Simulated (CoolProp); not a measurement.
Oxygen along the isotherm -192.75 °C: Z from the reference equation and from simpler models built on Tc = -118.6 °C, pc = 5.046 MPa, ω = 0.022; each cubic takes its own stable root.

Computed with CoolProp (reference Helmholtz-energy equation of state, Schmidt 1985).

```csv
p (MPa),phase,reference,van der Waals,Redlich-Kwong,Soave-Redlich-Kwong,Peng-Robinson
0.16,liquid,0.006443,0.9563,0.006342,0.006430,0.005708
0.241,liquid,0.009703,0.01417,0.009551,0.009684,0.008596
0.363,liquid,0.01461,0.02133,0.01438,0.01458,0.01295
0.548,liquid,0.02205,0.03218,0.02171,0.02201,0.01954
0.827,liquid,0.03327,0.04851,0.03275,0.03320,0.02947
1.25,liquid,0.05025,0.07322,0.04947,0.05014,0.04452
1.88,liquid,0.07551,0.1099,0.07433,0.07533,0.06690
2.84,liquid,0.1139,0.1655,0.1121,0.1136,0.1009
4.28,liquid,0.1713,0.2484,0.1686,0.1708,0.1518
6.46,liquid,0.2578,0.3727,0.2538,0.2569,0.2284
9.74,liquid,0.3869,0.5575,0.3811,0.3855,0.3430
14.7,liquid,0.5802,0.8325,0.5718,0.5779,0.5147
22.2,liquid,0.8682,1.241,0.8566,0.8648,0.7712
33.5,liquid,1.294,1.842,1.279,1.290,1.152
50.5,liquid,1.917,2.728,1.904,1.916,1.714
```

At some of these states van der Waals gives the other phase, because its saturation line lies elsewhere.
